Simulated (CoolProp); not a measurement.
A Linde-Hampson liquefier for ethylene: isothermal reversible compression at 320 K from 1 atm to 20 MPa, throttling to 1 atm, return gas leaving the recuperator 2 K below the feed. Each further row changes one setting.

Model: reference Helmholtz-energy equation of state, Smukala 2000, in CoolProp.

```csv
case,liquid yield per pass,compression work (kJ/kg of gas)
as stated,0.414,418
as stated,0.414,418
high pressure 40 MPa,0.425,468
warm-end temperature 350 K,0.328,483
warm-end gap 7 K,0.407,418
high pressure 40 MPa,0.425,468
warm-end temperature 350 K,0.328,483
warm-end gap 7 K,0.407,418
```
